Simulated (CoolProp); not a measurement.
Properties of 1-butene along the isotherm 469.8 K.

Values from CoolProp's reference Helmholtz-energy equation of state, Lemmon 2005. It is a short technical equation, of lower accuracy than the large ones.

| p (MPa) | phase | density (kg/m³) | cv (kJ/(kg K)) | speed of sound (m/s) | fugacity coefficient |
|---|---|---|---|---|---|
| 0.668 | gas | 10.00 | 2.054 | 263.8 | 0.9604 |
| 1.34 | gas | 21.01 | 2.068 | 253.7 | 0.9213 |
| 2 | gas | 32.96 | 2.083 | 243.3 | 0.8835 |
| 2.67 | gas | 46.56 | 2.100 | 232.3 | 0.8458 |
| 3.34 | gas | 62.05 | 2.118 | 220.9 | 0.8087 |
| 4.01 | supercritical | 80.04 | 2.138 | 209.5 | 0.7722 |
| 4.67 | supercritical | 101.0 | 2.160 | 198.6 | 0.7369 |
| 5.34 | supercritical | 126.7 | 2.184 | 189.0 | 0.7018 |
| 6.01 | supercritical | 157.7 | 2.206 | 182.6 | 0.6675 |
| 6.68 | supercritical | 193.7 | 2.222 | 182.4 | 0.6346 |
| 7.34 | supercritical | 230.2 | 2.224 | 191.0 | 0.6040 |
| 8.01 | supercritical | 262.8 | 2.216 | 208.2 | 0.5755 |
| 8.68 | supercritical | 288.7 | 2.205 | 229.9 | 0.5499 |
| 9.35 | supercritical | 309.0 | 2.195 | 252.8 | 0.5272 |
| 10 | supercritical | 324.8 | 2.187 | 274.5 | 0.5076 |
